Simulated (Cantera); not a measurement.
A closed system holds: 1 mol B2O3, 3.1 mol O2, 3 mol H2, equilibrated at 66.0 Pa.

Cantera equilibrium calculation (NASA polynomials, part measured and part estimated; ideal gas, pure solids and liquids). Candidate condensed phases: B, B2O3, B3O3H3, H2O; 23 gas species. Gases not in the tables: H3BO3. Rates play no part.

x: gas mole fraction; n: condensed amount in mol.

| T (K) | x H2O | x O2 | x HBO2 | x B2O3 | x (HBO2)3 | x BO2 | x OH | n B2O3(l) |
|---|---|---|---|---|---|---|---|---|
| 775 | 0.650 | 0.348 | 1.73e-6 | <1e-12 | 0.00150 | <1e-12 | 7.17e-9 | 0.990 |
| 850 | 0.651 | 0.348 | 1.98e-5 | 1.03e-12 | 0.000892 | 2.84e-12 | 6.61e-8 | 0.994 |
| 925 | 0.651 | 0.348 | 0.000150 | 1.03e-10 | 0.000563 | 1.34e-10 | 4.26e-7 | 0.996 |
| 1000 | 0.651 | 0.348 | (withheld) | (withheld) | (withheld) | (withheld) | (withheld) | 0.996 |
| 1075 | 0.649 | 0.347 | 0.00353 | 1.42e-7 | 0.000262 | 5.77e-8 | 8.10e-6 | 0.990 |
| 1150 | 0.642 | 0.346 | 0.0123 | 2.52e-6 | 0.000187 | 6.52e-7 | 2.64e-5 | 0.970 |
| 1225 | 0.622 | 0.342 | (withheld) | (withheld) | (withheld) | (withheld) | (withheld) | 0.914 |
| 1300 | 0.577 | 0.332 | 0.0910 | 0.000282 | 9.27e-5 | 3.50e-5 | 0.000176 | 0.779 |
| 1375 | 0.489 | 0.313 | 0.196 | 0.00199 | 5.73e-5 | 0.000182 | 0.000364 | 0.488 |
| 1450 | 0.367 | 0.285 | 0.336 | 0.00988 | 2.44e-5 | 0.000731 | 0.000643 | 0 |

Q: Some entries are withheld; supply them.

A: 
- 1225, x HBO2: 0.0362
- 1225, x B2O3: 3.10e-5
- 1225, x (HBO2)3: 0.000134
- 1225, x BO2: 5.43e-6
- 1225, x OH: 7.34e-5
- 1000, x HBO2: 0.000823
- 1000, x B2O3: 5.08e-9
- 1000, x (HBO2)3: 0.000376
- 1000, x BO2: 3.51e-9
- 1000, x OH: 2.08e-6
